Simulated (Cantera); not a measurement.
A closed system holds: 1 mol V2O3, 2100 mol H2, 0.058 mol H2O, equilibrated at 775 K and 0.00133 bar.

Cantera equilibrium calculation (NASA polynomials, part measured and part estimated; ideal gas, pure solids and liquids). Candidate condensed phases: H2O, V, VO, V2O3, V2O4, V2O5; 12 gas species. Condensed phases not in the tables: the oxides between V2O3 and V2O5 other than VO2. Equilibrium is a limit: real reactors are often held back by kinetics, nucleation or transport.

Q: What is the equilibrium state?

A: x(H2): 1.000
x(H2O): 2.76e-5
n(V2O3(s)): 1.00 mol
gas amount: 2100 mol
log10 activity of V(s) (absent): -6.71
log10 activity of V2O5(s) (absent): -23.33
